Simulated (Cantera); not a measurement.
Equilibrium for boron, boron nitride and boron oxide: B2H6 + O2 + H2

Input: 1 mol B2H6, a varied amount of O2, 69 mol H2, held at 1700 °C and 0.710 bar.

These are equilibrium values from Cantera (NASA tables, ideal gas, pure condensed phases), not measurements of a reactor. Candidate condensed phases: B, B2O3, B3O3H3, H2O; 23 gas species. The feed counts by its element totals alone. The tables' values for BH2 are old estimates; treat these amounts as uncertain. Gases not in the tables: B2H6 and higher boranes. Equilibrium is a limit: real reactors are often held back by kinetics, nucleation or transport.

From 0.11 mol O2 to 0.8 mol O2 the condensed part is B(s). The main B-bearing gas is HBO throughout. The share of B in condensed phases is highest at 0.11 mol O2 (87.5 %) and lowest at 0.8 mol O2 (19.1 %).

```tsv
n(O2) (mol)	log p H2	log p HBO	log p H	log p B2O2	log p BO	log p BH2	log p HBO2	log p B2O3	n B(s)
0.11	-0.15	-2.68	-2.94	-4.76	-4.30	-3.55	-5.78	-7.01	1.75
0.19	-0.15	-2.45	-2.95	-4.30	-4.07	-3.55	-5.31	-6.32	1.59
0.27	-0.15	-2.31	-2.95	-4.00	-3.93	-3.55	-5.02	-5.87	1.43
0.34	-0.15	-2.21	-2.95	-3.81	-3.83	-3.55	-4.83	-5.59	1.29
0.42	-0.15	-2.12	-2.95	-3.64	-3.74	-3.55	-4.66	-5.33	1.13
0.5	-0.16	-2.05	-2.95	-3.50	-3.67	-3.55	-4.51	-5.12	0.974
0.57	-0.16	-2.00	-2.95	-3.39	-3.62	-3.55	-4.41	-4.96	0.836
0.65	-0.16	-1.95	-2.95	-3.29	-3.57	-3.55	-4.31	-4.80	0.677
0.73	-0.16	-1.90	-2.95	-3.20	-3.52	-3.56	-4.21	-4.66	0.519
0.8	-0.16	-1.87	-2.95	-3.13	-3.49	-3.56	-4.14	-4.56	0.381
```
log p: log10 of the partial pressure in bar; n: condensed amount in mol.
